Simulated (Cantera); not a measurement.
Input (Python, Cantera) and output of one run.

```python
import numpy as np
import cantera as ct

gas_names = """
    CL CL2 H HCL H2 Si SiCL SiCL2 SiCL3 SiCL4 SiH SiHCL3 SiH2 SiH2CL2 SiH3 SiH3CL SiH4 Si2 Si3
""".split()
cond_names = """
    Si(cr) Si(L)
""".split()


# ... load() reads the species with a 1 bar reference pressure and builds the phases ...
atoms = {
    'SiCl4': {'Si': 1, 'CL': 4},
    'Cl2': {'CL': 2},
    'H2': {'H': 2},
}
top_T = {}  # K; cautious upper limits of use, not melting points


# ... equilibrate(T, P, feed) seeds the gas with the atoms and calls Mixture.equilibrate('TP', solver="vcs", rtol=1e-11, max_steps=5000) ...
results = []
T = 1673  # K
P = 890000  # Pa
for m in [0.73, 1, 1.5, 2.1, 3.1, 4.4, 6.3]:
    feed = {'SiCl4': 1, 'Cl2': 2.5, 'H2': m}  # mol
    mix = equilibrate(T, P, feed)
    results.append((T, P, feed, dict(zip(mix.species_names, mix.species_moles))))

top = {s: max(r[3][s] / sum(r[3][g] for g in gas_names) for r in results) for s in gas_names}
cols = sorted((s for s in top if top[s] > 0.0001), key=lambda s: -top[s])[:6]
seen = [c for c in cond_names if any(r[3].get(c, 0) > 1e-12 for r in results)]
print("log10 of partial pressures in bar; condensed amounts in mol")
print(f"{'n(H2)':>10s}" + "".join(f"{s[:9]:>10s}" for s in cols + seen))
for T, P, feed, n in results:
    ng = sum(n[g] for g in gas_names)
    print(f"{feed['H2']:10.4g}" + "".join(f"{np.log10(max(n[s] / ng * P / 1e5, 1e-99)):10.3f}" for s in cols)
          + "".join(f"{n.get(c, 0):10.4g}" for c in seen))
```

Result:

```
log10 of partial pressures in bar; condensed amounts in mol
     n(H2)       HCL       CL2        H2     SiCL4        CL     SiCL3
      0.73     0.480     0.544    -6.129     0.315    -0.507    -3.513
         1     0.590     0.444    -5.807     0.289    -0.557    -3.489
       1.5     0.722     0.218    -5.317     0.245    -0.670    -3.420
       2.1     0.821    -0.245    -4.656     0.198    -0.902    -3.235
       3.1     0.834    -4.738    -0.136     0.089    -3.148    -1.098
       4.4     0.764    -5.311     0.296    -0.039    -3.435    -0.940
       6.3     0.680    -5.690     0.507    -0.192    -3.624    -0.903
```

Method: chemical equilibrium by Gibbs-energy minimisation in Cantera with the NASA 1993 tables (ideal gas, pure condensed phases). The tables' values for SiCl3 are old estimates; treat these amounts as uncertain.
